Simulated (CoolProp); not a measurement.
n-perfluorohexane along the isotherm 450 K: fugacity coefficient from the reference equation and from simpler models built on Tc = 448.0 K, pc = 1.742 MPa, ω = 0.497; each cubic takes its own stable root.

Computed with CoolProp (reference Helmholtz-energy equation of state, Gao 2022).

```tsv
p (MPa)	phase	reference
0.396	gas	0.9224
0.792	gas	0.8462
1.19	gas	0.7697
1.58	gas	0.6929
1.98	supercritical	0.5985
2.37	supercritical	0.5189
2.77	supercritical	0.4599
3.17	supercritical	0.4158
3.56	supercritical	0.3823
3.96	supercritical	0.3550
4.35	supercritical	0.3333
```

How far does each simpler model (van der Waals, Redlich-Kwong, Soave-Redlich-Kwong) lie from the reference over these 11 states: mean and median of the absolute difference, and the worst?


- van der Waals: mean 9.7 %, median 9.4 %, worst +19.1 % at 450 K and 4.35 MPa
- Redlich-Kwong: mean 3.8 %, median 3.7 %, worst +7.9 % at 450 K and 4.35 MPa
- Soave-Redlich-Kwong: mean 4.2 %, median 4.3 %, worst +8.6 % at 450 K and 4.35 MPa
